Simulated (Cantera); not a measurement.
Input: 1 mol Fe2O3, 1.1 mol SO2, 11 mol N2, at 0.0200 bar.

Method: chemical equilibrium by Gibbs-energy minimisation in Cantera with the NASA 1993 tables (ideal gas, pure condensed phases). Candidate condensed phases: Fe, FeO, FeS, FeSO4, FeS2, Fe2O3, Fe2(SO4)3, Fe3O4, S; 19 gas species. Mutual solubility and eutectic melting of coexisting phases are not modelled. Kinetics and transport are ignored.

Problem. At 1000 °C, list the 5 most abundant gas species with their mole fractions, and the condensed phases.

Solution. N2 0.909, SO2 0.0908, O2 0.000329, SO3 3.44e-5, NO 1.41e-5. Condensed: Fe2O3(s) + Fe3O4(s).
